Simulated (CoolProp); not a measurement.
Values from CoolProp's reference Helmholtz-energy equation of state, Lemmon 2004. It is a short technical equation, of lower accuracy than the large ones.

Q: For n-dodecane, give the phase and the cp (kJ/(kg K)), fugacity coefficient at 271.25 °C and 101 kPa.

A: 
- 271.25 °C and 101 kPa: gas; cp 2.69, fugacity coefficient 0.955
